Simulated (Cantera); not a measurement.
A closed system holds: 1 mol trisilylamine, 0.3 mol N₂, at 7.50 Torr.

These are equilibrium values from Cantera (NASA tables, ideal gas, pure condensed phases), not measurements of a reactor. Candidate condensed phases: Si, Si₃N₄; 18 gas species. The feed counts by its element totals alone. Mutual solubility and eutectic melting of coexisting phases are not modelled. The tables' values for SiN are old estimates; treat these amounts as uncertain. Gases not in the tables: Si₂H₆ and higher silanes. Rates play no part.

log p: log10 of the partial pressure in bar; n: condensed amount in mol.

```csv
T (K),log p H₂,log p N₂,log p H,log p Si,log p SiH,log p SiH₂,n Si(s),n Si₃N₄(s),n Si(l)
950,-2.00,-11.81,-10.25,<-14,<-14,…,1.80,0.400,0
1050,-2.00,-9.86,-9.09,<-14,-13.99,…,1.80,0.400,0
1150,-2.00,-8.25,-8.13,-12.70,-12.38,…,1.80,0.400,0
1250,-2.00,-6.90,-7.32,-11.08,-11.04,…,1.80,0.400,0
1350,-2.00,-5.75,-6.62,-9.70,-9.90,…,1.80,0.400,0
1450,-2.00,-4.77,-6.02,-8.51,-8.91,…,1.81,0.396,0
1550,-2.01,-3.91,-5.50,-7.48,-8.06,…,1.88,0.372,0
1650,-2.03,-3.16,-5.06,-6.57,-7.33,…,2.30,0.233,0
1750,-2.07,-2.82,-4.67,-5.82,-6.74,…,0,0,3.00
1850,-2.07,-2.82,-4.31,-5.19,-6.23,…,0,0,3.00
1950,-2.08,-2.82,-3.98,-4.62,-5.78,…,0,0,2.99
2050,-2.08,-2.83,-3.69,-4.11,-5.37,…,0,0,2.95
```

### Question
Some entries are withheld; supply them.

### Answer

- 950, log p SiH₂: -12.69
- 1050, log p SiH₂: -11.43
- 1150, log p SiH₂: -10.38
- 1250, log p SiH₂: -9.50
- 1350, log p SiH₂: -8.76
- 1450, log p SiH₂: -8.11
- 1550, log p SiH₂: -7.56
- 1650, log p SiH₂: -7.09
- 1750, log p SiH₂: -6.75
- 1850, log p SiH₂: -6.45
- 1950, log p SiH₂: -6.18
- 2050, log p SiH₂: -5.94
